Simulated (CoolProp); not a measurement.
Vinyl chloride at several states: fugacity coefficient from the reference equation and from simpler models built on Tc = 151.9 °C, pc = 5600 kPa, ω = 0.160; each cubic takes its own stable root.

Computed with CoolProp (reference Helmholtz-energy equation of state, Thol 2022).

| T (°C) | p (kPa) | phase | reference |
|---|---|---|---|
| 18.15 | 30200 | liquid | 0.02264 |
| 154.05 | 428 | gas | 0.9758 |
| -98.65 | 24600 | liquid | 3.911e-5 |
| -30.55 | 143 | liquid | 0.3336 |

Q: How far does each simpler model (van der Waals, Redlich-Kwong, Soave-Redlich-Kwong, Peng-Robinson) lie from the reference over these 4 states: mean and median of the absolute difference, and the worst?

A: 
- van der Waals: mean 4356.7 %, median 265.5 %, worst +16895.7 % at -98.65 °C and 24600 kPa
- Redlich-Kwong: mean 30.9 %, median 35.9 %, worst +51.4 % at -98.65 °C and 24600 kPa
- Soave-Redlich-Kwong: mean 6.6 %, median 3.1 %, worst +20.0 % at -98.65 °C and 24600 kPa
- Peng-Robinson: mean 8.2 %, median 3.5 %, worst +25.5 % at -98.65 °C and 24600 kPa

At some of these states van der Waals gives the other phase, because its saturation line lies elsewhere.
